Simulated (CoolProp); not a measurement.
Vapour-liquid equilibrium of carbon dioxide (1) + R123 (2) at -34.05 °C; x and y are mole fractions of (1).

Computed with CoolProp (multi-fluid Helmholtz-energy mixture model, Span 1996 and Younglove 1994; pair parameters Bell 2016).

Problem. Give the bubble pressure and the first vapour's composition at x = 0.275, 0.65, 0.95. Is there an azeotrope?

Solution. x = 0.275: 253.4 kPa, y = 0.983; x = 0.65: 702.8 kPa, y = 0.997; x = 0.95: 1167 kPa, y = 1.000. No azeotrope shows between x = 0.05 and 0.95.

Pair parameters are fitted to limited data, so mixtures are less certain than the pure fluids.
